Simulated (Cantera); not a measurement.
Input: 1 mol Cu₂O, 2.9 mol CO, held at 2425 K and 45.0 Pa.

Method: chemical equilibrium by Gibbs-energy minimisation in Cantera with the NASA 1993 tables (ideal gas, pure condensed phases). Candidate condensed phases: C, Cu, CuO, Cu₂O; 15 gas species. The numbers say what is thermodynamically allowed, not how fast it happens.

Base state: CO 0.471, Cu 0.369, O 0.0725, CO₂ 0.0635, O₂ 0.0241, CuO 9.21e-5 (mole fractions); condensed: gas only.

Task: What changes in the equilibrium state with this change: CO from 2.9 to 0.54 mol?

Result: 
| species | before | after |
|---|---|---|
| Cu | 0.369 | 0.626 |
| CO | 0.471 | 0.137 |
| O | 0.0725 | 0.129 |
| O₂ | 0.0241 | 0.0759 |
| CO₂ | 0.0635 | 0.0326 |
| CuO | 9.21e-5 | 0.000277 |
| Cu₂ | 7.38e-6 | 2.13e-5 |
